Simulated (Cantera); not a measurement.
An isothermal, constant-pressure homogeneous reactor starts with NH3 : H2 = 1 : 0.93 (molar parts), at 2250 K and 42.0 Torr.

Computed with Cantera and the gas-phase N/H chemistry of the illustrative SiF4/NH3 mechanism in the Surface Chemkin manual (1991). Walls and surfaces, which speed up NH3 decomposition in real reactors, are not modelled.

x: mole fraction; the columns are a selection and need not sum to one.

```tsv
t (s)	x NH3	x H2	x H	x NH2	x N	x NH
0.000400	0.515	0.482	0.000542	0.00180	2.06e-6	4.06e-5
0.000984	0.509	0.486	0.000736	0.00239	4.69e-6	7.04e-5
0.00242	0.493	0.497	0.000768	0.00237	4.88e-6	7.14e-5
0.00596	0.456	0.522	0.000825	0.00224	4.99e-6	7.02e-5
0.0147	…	…	…	…	5.19e-6	6.72e-5
0.0361	0.249	0.660	0.00126	0.00148	5.50e-6	6.00e-5
0.0887	0.0997	0.760	0.00195	0.000798	5.85e-6	4.55e-5
0.218	0.0108	0.818	0.00457	0.000189	7.04e-6	2.43e-5
0.537	…	0.807	…	…	…	…
1.32	1.18e-6	0.803	0.0283	1.30e-7	1.97e-7	1.07e-7
3.25	3.92e-7	0.803	0.0283	4.32e-8	6.56e-8	3.56e-8
8.00	2.42e-7	0.803	0.0283	2.67e-8	4.05e-8	2.20e-8
```

Fill in the missing entries.


- 0.0147, x NH3: 0.379
- 0.0147, x H2: 0.573
- 0.0147, x H: 0.000958
- 0.0147, x NH2: 0.00197
- 0.537, x NH3: 1.52e-5
- 0.537, x H: 0.0242
- 0.537, x NH2: 1.42e-6
- 0.537, x N: 1.56e-6
- 0.537, x NH: 9.95e-7
